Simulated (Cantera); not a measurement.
Standard-state values (1 bar) from the NASA 1993 polynomials, evaluated with Cantera. Values are per mole of reaction as written; species without (g) are pure solids or liquids, kept so even where they would boil at 1 bar.

a) Hg + Br2(g) → HgBr2
b) Ba + Br2(g) → BaBr2
c) 0.5 Si + Br2(g) → 0.5 SiBr4(g)

### Question
Order these by ΔG° at 400 K, most negative first.

### Answer
b (-725 kJ), c (-213 kJ), a (-140 kJ)
